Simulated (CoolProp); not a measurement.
1,2-dichloroethane along the isotherm 328.7 K: Z from the reference equation and from simpler models built on Tc = 561.6 K, pc = 5.226 MPa, ω = 0.269; each cubic takes its own stable root.

The numbers come from the reference Helmholtz-energy equation of state, Thol 2015 in CoolProp.

```tsv
p (MPa)	phase	reference
0.0826	liquid	0.002492
0.17	liquid	0.005128
0.348	liquid	0.01049
0.716	liquid	0.02158
1.47	liquid	0.04428
3.02	liquid	0.09083
6.2	liquid	0.1859
12.7	liquid	0.3784
26.1	liquid	0.7689
```

### Question
How far does each simpler model (Redlich-Kwong, Soave-Redlich-Kwong, Peng-Robinson) lie from the reference over these 9 states: mean and median of the absolute difference, and the worst?

### Answer
- Redlich-Kwong: mean 17.5 %, median 17.9 %, worst +18.1 % at 328.7 K and 0.0826 MPa
- Soave-Redlich-Kwong: mean 14.3 %, median 14.4 %, worst +14.5 % at 328.7 K and 0.0826 MPa
- Peng-Robinson: mean 1.4 %, median 1.5 %, worst +1.5 % at 328.7 K and 0.0826 MPa
